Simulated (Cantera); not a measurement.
A closed system holds: 1 mol NH3, 1.2 mol H2O, 10 mol H2, 0.037 mol O2, at 0.280 bar.

These are equilibrium values from Cantera (NASA tables, ideal gas, pure condensed phases), not measurements of a reactor. Candidate condensed phases: H2O; 24 gas species. Kinetics and transport are ignored. All values below are at 3273 K.

Base state: H2 0.461, H 0.437, H2O 0.0453, N2 0.0286, OH 0.0173, O 0.00976, NO 0.000519, O2 0.000373 (mole fractions); condensed: gas only.

Q: What changes in the equilibrium state with this change: NH3 replaced by S?

A: 
```
species    before     after
-------  --------  --------
H2          0.461     0.442
H           0.437     0.428
H2O        0.0453    0.0419
S               0    0.0380
N2         0.0286         0
SO              0    0.0113
SH              0    0.0100
OH         0.0173    0.0163
S2              0   0.00146
SO2             0  0.000651
H2S             0  0.000637
NO       0.000519         0
N         2.24e-5         0
```
Further candidate phases: H2SO4, S.

Q: What changes in the equilibrium state with this change: H2O from 1.2 to 0.042 mol?

A: 
| species | before | after |
|---|---|---|
| H2 | 0.461 | 0.504 |
| H | 0.437 | 0.457 |
| N2 | 0.0286 | 0.0319 |
| H2O | 0.0453 | 0.00471 |
| OH | 0.0173 | 0.00172 |
| O2 | 0.000373 | 3.38e-6 |
| O | 0.00976 | 0.000928 |
| NO | 0.000519 | 5.22e-5 |
| N | 2.24e-5 | 2.36e-5 |
